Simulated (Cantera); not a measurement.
## Adiabatic ignition

An adiabatic, constant-volume homogeneous reactor starts with CO : H2 : CH4 : O2 : N2 = 1 : 0.5 : 1.3 : 4.41 : 19.4 (molar parts), equivalence ratio 0.76, at 1500 K and 12.0 bar.

Computed with Cantera and GRI-Mech 3.0 (53 species, 325 reactions). The pressure lies above the range GRI-Mech 3.0 was tuned for (to about 10 atm).

```tsv
t (s)	T (K)	P (bar)	x CO	x H2	x CH4	x O2	x NO2
6.00e-6	1500	12.0	0.0376	0.0188	0.0488	0.166	<1e-12
1.71e-5	1506	12.0	0.0375	0.0185	0.0479	0.165	<1e-12
4.89e-5	2936	23.2	0.0179	0.00375	<1e-12	0.0451	1.75e-6
0.000139	2918	23.1	0.0177	0.00374	<1e-12	0.0404	1.47e-5
0.000398	2908	23.0	0.0176	0.00374	<1e-12	0.0378	2.14e-5
0.00114	2907	23.0	0.0176	0.00374	<1e-12	0.0377	2.18e-5
0.00324	2907	23.0	0.0176	0.00374	<1e-12	0.0377	2.18e-5
0.00925	2907	23.0	0.0176	0.00374	<1e-12	0.0377	2.18e-5
0.0264	2907	23.0	0.0176	0.00374	<1e-12	0.0377	2.18e-5
0.0754	2907	23.0	0.0176	0.00374	<1e-12	0.0377	2.18e-5
0.215	2907	23.0	0.0176	0.00374	<1e-12	0.0377	2.18e-5
0.614	2907	23.0	0.0176	0.00374	<1e-12	0.0377	2.18e-5
1.75	2907	23.0	0.0176	0.00374	<1e-12	0.0377	2.18e-5
5.00	2907	23.0	0.0176	0.00374	<1e-12	0.0377	2.18e-5
```
x: mole fraction; the columns are a selection and need not sum to one.

```
Property                                                            Result
---------------------------------  ---------------------------------------
time of steepest temperature rise                                  40.7 µs
temperature at 5.00 s                                               2907 K
equilibrium temperature                                             2907 K
x(CO) at 5.00 s                      0.0176 (gas-phase equilibrium 0.0176)
x(H2) at 5.00 s                    0.00374 (gas-phase equilibrium 0.00374)
x(CH4) at 5.00 s                     <1e-12 (gas-phase equilibrium <1e-12)
```
